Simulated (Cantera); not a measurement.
Cantera with NASA thermochemical tables; ideal gases at 1 bar, condensed phases pure. Values are per mole of reaction as written; species without (g) are pure solids or liquids, kept so even where they would boil at 1 bar.

2 SrO + 2 HCl(g) + Cl2(g) ⇌ 2 SrCl2 + H2O2(g)

```json
[
 {"T (K)": "573", "ΔH° (kJ)": "?", "ΔS° (J/K)": "?", "ΔG° (kJ)": "?", "log10 K": "?", "condensed phases": "SrO(s), SrCl2(s)"},
 {"T (K)": "773", "ΔH° (kJ)": "-416.3", "ΔS° (J/K)": "-227.0", "ΔG° (kJ)": "-240.8", "log10 K": "16.27", "condensed phases": "SrO(s), SrCl2(s)"},
 {"T (K)": "973", "ΔH° (kJ)": "?", "ΔS° (J/K)": "?", "ΔG° (kJ)": "?", "log10 K": "?", "condensed phases": "SrO(s), SrCl2(s)"},
 {"T (K)": "1173", "ΔH° (kJ)": "?", "ΔS° (J/K)": "?", "ΔG° (kJ)": "?", "log10 K": "?", "condensed phases": "SrO(s), SrCl2(l)"},
 {"T (K)": "1373", "ΔH° (kJ)": "-335.3", "ΔS° (J/K)": "-152.5", "ΔG° (kJ)": "-125.9", "log10 K": "4.79", "condensed phases": "SrO(s), SrCl2(l)"},
 {"T (K)": "1573", "ΔH° (kJ)": "-324.5", "ΔS° (J/K)": "-145.2", "ΔG° (kJ)": "-96.1", "log10 K": "3.19", "condensed phases": "SrO(s), SrCl2(l)"},
 {"T (K)": "1773", "ΔH° (kJ)": "-314.3", "ΔS° (J/K)": "-139.1", "ΔG° (kJ)": "-67.7", "log10 K": "1.99", "condensed phases": "SrO(s), SrCl2(l)"},
 {"T (K)": "1973", "ΔH° (kJ)": "?", "ΔS° (J/K)": "?", "ΔG° (kJ)": "?", "log10 K": "?", "condensed phases": "SrO(s), SrCl2(l)"},
 {"T (K)": "2173", "ΔH° (kJ)": "-295.4", "ΔS° (J/K)": "-129.5", "ΔG° (kJ)": "-14.1", "log10 K": "0.34", "condensed phases": "SrO(s), SrCl2(l)"}
]
```

### Question
Some entries are withheld; supply them.

### Answer

- 573, ΔH° (kJ): -421.2
- 573, ΔS° (J/K): -234.4
- 573, ΔG° (kJ): -286.9
- 573, log10 K: 26.16
- 973, ΔH° (kJ): -407.9
- 973, ΔS° (J/K): -217.5
- 973, ΔG° (kJ): -196.3
- 973, log10 K: 10.54
- 1173, ΔH° (kJ): -346.4
- 1173, ΔS° (J/K): -161.3
- 1173, ΔG° (kJ): -157.2
- 1173, log10 K: 7.00
- 1973, ΔH° (kJ): -304.6
- 1973, ΔS° (J/K): -133.9
- 1973, ΔG° (kJ): -40.4
- 1973, log10 K: 1.07
